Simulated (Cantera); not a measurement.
Charge: 1 mol Pb, 36 mol N₂, at 19.0 Pa.

Cantera equilibrium calculation (NASA polynomials, part measured and part estimated; ideal gas, pure solids and liquids). Candidate condensed phases: Pb; 4 gas species. Kinetics and transport are ignored.

What share of the Pb ends up in condensed phases as a function of T (°C), at 302, 377, 452, 527, 602, 677, 752, 827, 902, 977, 1052?


| T (°C) | Pb condensed (%) | as |
|---|---|---|
| 302 | 100.0 | Pb(s) |
| 377 | 100.0 | Pb(l) |
| 452 | 99.9 | Pb(l) |
| 527 | 98.8 | Pb(l) |
| 602 | 87.2 | Pb(l) |
| 677 | 2.1 | Pb(l) |
| 752 | 0.0 | - |
| 827 | 0.0 | - |
| 902 | 0.0 | - |
| 977 | 0.0 | - |
| 1052 | 0.0 | - |
